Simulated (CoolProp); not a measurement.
Values from CoolProp's reference Helmholtz-energy equation of state, Tillner-Roth 1997.

Q: Give the vapour pressure (MPa), liquid cp (kJ/(kg K)), vapour Z, surface tension (mN/m) of saturated CH2F2 (R32) at 186 K.

A: 
| T (K) | p (MPa) | liquid cp (kJ/(kg K)) | vapour Z | surface tension (mN/m) |
|---|---|---|---|---|
| 186 | 0.0111 | 1.56 | 0.990 | 27.9 |

Surface tension comes from a separate correlation (Mulero 2012).
